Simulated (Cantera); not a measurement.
Feed: 1 mol Zr, 1.7 mol N2, equilibrated at 1523 K and 1 atm.

Method: chemical equilibrium by Gibbs-energy minimisation in Cantera with the NASA 1993 tables (ideal gas, pure condensed phases). Candidate condensed phases: Zr, ZrN; 4 gas species. ZrN: taken at fixed stoichiometry. Rates play no part.

Task: What is the equilibrium state?

Result: 
- x(N2): 1.00
- n(ZrN(s)): 1.00 mol
- gas amount: 1.200 mol
- log10 activity of Zr(β) (absent): -7.70
